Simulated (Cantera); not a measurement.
An adiabatic, constant-pressure homogeneous reactor starts with CH4 : C2H6 : C3H8 : O2 : N2 : H2O = 1 : 0.094 : 0.1 : 1.41 : 5.32 : 0.21 (molar parts), at 1150 K and 750 Torr. Integrator tolerance rtol = 1e-08.

Model: GRI-Mech 3.0 (53 species, 325 reactions), integrated in Cantera.

### Question
What does this change do: initial temperature 1150 to 1725 K?

### Answer
```tsv
quantity	before	after
time of steepest temperature rise	15.0 ms	48.8 µs
temperature at 0.400 s	2219 K	2643 K
equilibrium temperature	2219 K	2643 K
x(CH4) at 0.400 s	4.54e-11 (gas-phase equilibrium 5.16e-11)	6.15e-12 (gas-phase equilibrium 6.93e-12)
x(C2H6) at 0.400 s	<1e-12 (gas-phase equilibrium <1e-12)	<1e-12 (gas-phase equilibrium <1e-12)
x(C3H8) at 0.400 s	<1e-12 (gas-phase equilibrium <1e-12)	<1e-12 (gas-phase equilibrium <1e-12)
x(CH3) at 0.400 s	1.37e-11 (gas-phase equilibrium 1.55e-11)	1.26e-11 (gas-phase equilibrium 1.42e-11)
x(CO2) at 0.400 s	0.0213 (gas-phase equilibrium 0.0213)	0.0182 (gas-phase equilibrium 0.0182)
```

### Question
What does this change do: pressure from 750 Torr to 975 Torr?

### Answer
| quantity | before | after |
|---|---|---|
| time of steepest temperature rise | 15.0 ms | 12.4 ms |
| temperature at 0.400 s | 2219 K | 2221 K |
| equilibrium temperature | 2219 K | 2221 K |
| x(CH4) at 0.400 s | 4.54e-11 (gas-phase equilibrium 5.16e-11) | 7.61e-11 (gas-phase equilibrium 8.66e-11) |
| x(C2H6) at 0.400 s | <1e-12 (gas-phase equilibrium <1e-12) | <1e-12 (gas-phase equilibrium <1e-12) |
| x(C3H8) at 0.400 s | <1e-12 (gas-phase equilibrium <1e-12) | <1e-12 (gas-phase equilibrium <1e-12) |
| x(CH3) at 0.400 s | 1.37e-11 (gas-phase equilibrium 1.55e-11) | 2.03e-11 (gas-phase equilibrium 2.30e-11) |
| x(CO2) at 0.400 s | 0.0213 (gas-phase equilibrium 0.0213) | 0.0213 (gas-phase equilibrium 0.0213) |
